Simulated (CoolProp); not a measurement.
Vapour-liquid equilibrium of CH2F2 (R32) (1) + R142b (2) at -80.55 °C; x and y are mole fractions of (1).

Model: multi-fluid Helmholtz-energy mixture model, Tillner-Roth 1997 and Lemmon 2006; pair parameters Bell 2016, in CoolProp.

Task: Give the bubble pressure and the first vapour's composition at x = 0.05, 0.35, 0.65. Is there an azeotrope?

Result: x = 0.05: 0.002849 MPa, y = 0.495; x = 0.35: 0.01005 MPa, y = 0.898; x = 0.65: 0.01418 MPa, y = 0.950. No azeotrope shows between x = 0.05 and 0.95.

Pair parameters are fitted to limited data, so mixtures are less certain than the pure fluids.
